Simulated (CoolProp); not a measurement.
A closed Brayton cycle with dry air: compressor inlet 311.15 K and 7.1 MPa, high pressure 20.7 MPa, turbine inlet 765 K, compressor efficiency 0.8, turbine efficiency 0.9, recuperator effectiveness 0.9 (on enthalpy, no pinch check). Each further row changes one setting.

Computed with CoolProp (reference Helmholtz-energy equation of state, Lemmon 2000). It is a pseudo-pure fit of the blend.

| case | thermal efficiency (%) | net work (kJ/kg) | compressor to turbine work | compressor exit (K) | turbine exit (K) |
|---|---|---|---|---|---|
| as stated | 22.4 | 47.8 | 0.75 | 451.1 | 592.2 |
| turbine inlet 715 K | 17.9 | ? | ? | 451.1 | ? |
| compressor inlet 321.15 K | 20.3 | 42.8 | 0.78 | 465.5 | 592.2 |
| high pressure 17.6 MPa | ? | ? | ? | 427.0 | ? |
| recuperator effectiveness 0.5 | 17.5 | 47.8 | 0.75 | 451.1 | 592.2 |

Q: Complete the blanks.

A: 
- turbine inlet 715 K, net work (kJ/kg): 35.1
- turbine inlet 715 K, compressor to turbine work: 0.81
- turbine inlet 715 K, turbine exit (K): 551.8
- high pressure 17.6 MPa, thermal efficiency (%): 24.6
- high pressure 17.6 MPa, net work (kJ/kg): 47.2
- high pressure 17.6 MPa, compressor to turbine work: 0.72
- high pressure 17.6 MPa, turbine exit (K): 615.7
